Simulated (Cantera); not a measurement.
Charge: 1 mol SiHCl₃, 0.012 mol Cl₂, 240 mol H₂, equilibrated at 950 K and 10.0 mbar.

Cantera equilibrium calculation (NASA polynomials, part measured and part estimated; ideal gas, pure solids and liquids). Candidate condensed phases: Si; 19 gas species. The tables' values for SiCl₃ are old estimates; treat these amounts as uncertain. Rates play no part.

Base state: H₂ 0.991, HCl 0.00733, SiCl₄ 0.000821, SiHCl₃ 0.000509, SiCl₂ 8.30e-5, SiCl₃ 4.52e-5, SiH₂Cl₂ 3.20e-5 (mole fractions); condensed: Si(s).

What changes in the equilibrium state with this change: pressure from 10.0 mbar to 33.0 mbar?


```
species       before     after
----------  --------  --------
H₂             0.991     0.992
HCl          0.00733   0.00573
SiCl₄       0.000821   0.00101
SiHCl₃      0.000509  0.000801
SiH₂Cl₂      3.20e-5   6.45e-5
SiCl₂        8.30e-5   5.06e-5
SiCl₃        4.52e-5   3.91e-5
Si(s), mol     0.640     0.525
```

What changes in the equilibrium state with this change: pressure from 10.0 mbar to 1.00 bar?


```json
[
 {"species": "H₂", "before": "0.991", "after": "0.994"},
 {"species": "HCl", "before": "0.00733", "after": "0.00242"},
 {"species": "SiHCl₃", "before": "0.000509", "after": "0.00182"},
 {"species": "SiH₃Cl", "before": "5.03e-7", "after": "1.67e-5"},
 {"species": "SiH₂Cl₂", "before": "3.20e-5", "after": "0.000349"},
 {"species": "Si(s), mol", "before": "0.640", "after": "0.233"}
]
```

What changes in the equilibrium state with this change: temperature from 950 K to 848.15 K?


```csv
species,before,after
H₂,0.991,0.994
HCl,0.00733,0.00299
SiCl₄,0.000821,0.00167
SiCl₂,8.30e-5,1.06e-5
SiCl₃,4.52e-5,1.57e-5
SiHCl₃,0.000509,0.000903
SiH₂Cl₂,3.20e-5,4.28e-5
"Si(s), mol",0.640,0.362
```
